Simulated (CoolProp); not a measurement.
cis-2-butene at several states: density (kg/m³) from the reference equation and from simpler models built on Tc = 435.8 K, pc = 42.36 bar, ω = 0.202; each cubic takes its own stable root.

Values from CoolProp's reference Helmholtz-energy equation of state, Lemmon 2005. It is a short technical equation, of lower accuracy than the large ones.

```tsv
T (K)	p (bar)	phase	reference	Soave-Redlich-Kwong	Peng-Robinson
206.1	5.84	liquid	716.0	657.1	738.7
195.4	0.179	liquid	726.7	664.6	746.7
481.4	3.64	gas	5.216	5.213	5.229
178.7	0.615	liquid	743.9	676.3	759.0
230.6	28.1	liquid	692.4	639.5	719.8
```
